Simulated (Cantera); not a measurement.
Cantera run:

```python
import numpy as np
import cantera as ct

gas_names = """
    AL ALH ALN AL2 H H2 N NH NH2 NH3 N2 N2H2 N2H4
""".split()
cond_names = """
    AL(cr) AL(L) ALN(s)
""".split()


def load(file, names, dense=False):
    # The tables refer to 1 bar. Condensed volumes are neglected.
    table = {s.name: s for s in ct.Species.list_from_file(file)}
    out = []
    for n in names:
        d = dict(table[n].input_data)
        d["thermo"] = dict(d["thermo"], **{"reference-pressure": 1e5})
        if dense:
            d["equation-of-state"] = {"model": "constant-volume", "density": "1e6 g/cm^3"}
        out.append(ct.Species.from_dict(d))
    return out


gas = ct.Solution(thermo="ideal-gas", species=load("nasa_gas.yaml", gas_names))
cond = {s.name: ct.Solution(thermo="fixed-stoichiometry", species=[s], name=s.name)
        for s in load("nasa_condensed.yaml", cond_names, dense=True)}
atoms = {
    'AlN': {'AL': 1, 'N': 1},
    'H2': {'H': 2},
}
top_T = {'ALN(s)': 2750}  # K; cautious upper limits of use, not melting points


def equilibrate(T, P, feed):
    n = {}
    for name, mol in feed.items():
        for a, k in atoms[name].items():
            n[a] = n.get(a, 0.0) + k * mol
    gas.TPX = T, P, n
    mass = sum(n.values()) * gas.mean_molecular_weight
    gas.equilibrate("TP")
    valid = [c for c in cond.values() if c.min_temp <= T <= top_T.get(c.name, c.max_temp)]
    mix = ct.Mixture([(gas, mass / gas.mean_molecular_weight)] + [(c, 0.0) for c in valid])
    mix.T, mix.P = T, P
    mix.equilibrate("TP", solver="vcs", rtol=1e-11, max_steps=5000)
    return mix


results = []
feed = {'AlN': 1, 'H2': 1.2}  # mol
T = 1623  # K
P = 100000  # Pa
mix = equilibrate(T, P, feed)
results.append((T, P, feed, dict(zip(mix.species_names, mix.species_moles))))
print(gas.report(threshold=1e-05))
for i in range(1, mix.n_phases):
    print(f"{mix.phase(i).name:16s} {mix.phase_moles(i):12.5e} mol")
```

It prints:

```
       temperature   1623 K
          pressure   1e+05 Pa
           density   0.01494 kg/m^3
  mean mol. weight   2.0161 kg/kmol
   phase of matter   gas

                          1 kg             1 kmol
                     ---------------   ---------------
          enthalpy        2.0019e+07        4.0359e+07  J
   internal energy        1.3325e+07        2.6865e+07  J
           entropy             90011        1.8147e+05  J/K
    Gibbs function       -1.2607e+08       -2.5416e+08  J
 heat capacity c_p             16289             32841  J/K
 heat capacity c_v             12165             24526  J/K

                      mass frac. Y      mole frac. X     chem. pot. / RT
                     ---------------   ---------------   ---------------
                 H        3.4556e-05        6.9115e-05           -9.4177
                H2           0.99989           0.99993           -18.835
     [  +11 minor]        7.8621e-05        5.7625e-06

AL(L)             0.00000e+00 mol
ALN(s)            9.99995e-01 mol
```

Cantera equilibrium calculation (NASA polynomials, part measured and part estimated; ideal gas, pure solids and liquids).
